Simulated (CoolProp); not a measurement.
A closed Brayton cycle with carbon dioxide: compressor inlet 320.15 K and 9.2 MPa, high pressure 21.9 MPa, turbine inlet 830 K, compressor efficiency 0.89, turbine efficiency 0.85, recuperator effectiveness 0.9 (on enthalpy, no pinch check). Each further row changes one setting.

Computed with CoolProp (reference Helmholtz-energy equation of state, Span 1996).

```
case                           thermal efficiency (%)  net work (kJ/kg)  compressor to turbine work  compressor exit (K)  turbine exit (K)
-----------------------------  ----------------------  ----------------  --------------------------  -------------------  ----------------
as stated                                         [?]              76.1                        0.30                378.1             730.6
turbine inlet 780 K                              30.1              68.7                        0.33                378.1               [?]
compressor inlet 330.15 K                        30.7              68.1                         [?]                399.7             730.6
high pressure 18.6 MPa                           29.6               [?]                         [?]                367.1             748.9
recuperator effectiveness 0.5                    18.7              76.1                        0.30                378.1             730.6
```

Q: Some entries are withheld; supply them.

A: 
- as stated, thermal efficiency (%): 31.6
- turbine inlet 780 K, turbine exit (K): 684.1
- compressor inlet 330.15 K, compressor to turbine work: 0.38
- high pressure 18.6 MPa, net work (kJ/kg): 64.2
- high pressure 18.6 MPa, compressor to turbine work: 0.29
